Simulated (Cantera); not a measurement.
A closed system holds: 1 mol Si3H8, 2.1 mol HCl, 10 mol N2, held at 1798 K and 68.0 mbar.

Cantera equilibrium calculation (NASA polynomials, part measured and part estimated; ideal gas, pure solids and liquids). Candidate condensed phases: NH4Cl, Si, Si3N4; 28 gas species. The feed counts by its element totals alone. The tables' values for SiCl3, SiCl are old estimates; treat these amounts as uncertain. Rates play no part.

Q: What is the equilibrium state?

A: 
```
Item                                 Result
--------------------------------  ---------
x(N2)                                 0.576
x(H2)                                 0.307
x(HCl)                               0.0877
x(SiCl2)                             0.0281
x(H)                               0.000748
x(SiCl3)                           0.000591
x(Cl)                              0.000164
x(SiCl)                             5.94e-5
x(SiCl4)                            2.01e-5
n(Si3N4(s))                       0.862 mol
gas amount                        14.38 mol
log10 activity of Si(l) (absent)      -0.44
```
